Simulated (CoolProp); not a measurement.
The fluid at 389.34 K and 3 MPa expands adiabatically to 0.224 MPa with isentropic efficiency 0.7. The same conditions are run with several fluids, on thermodynamics alone (safety and materials aside).

Model: reference Helmholtz-energy equation of state of each fluid (R13: Platzer 1990; R507A: Lemmon 2003; hydrogen sulfide: Lemmon 2006; R22: Kamei 1995; methane: Setzmann 1991), in CoolProp. The equations of Platzer and Polt are older, rougher fits. Blends and air are pseudo-pure fits.

### Question
Rank R13, R507A, hydrogen sulfide, R22, methane by work (kJ/kg), highest first.

### Answer
methane (272), hydrogen sulfide (117), R22 (48.9), R507A (46.3), R13 (44.9)

| fluid | final temperature (K) | final density (kg/m³) |
|---|---|---|
| R13 | 307.9 | 9.31 |
| R507A | 316.7 | 8.67 |
| hydrogen sulfide | 246.9 | 3.84 |
| R22 | 286.1 | 8.47 |
| methane | 265.1 | 1.64 |
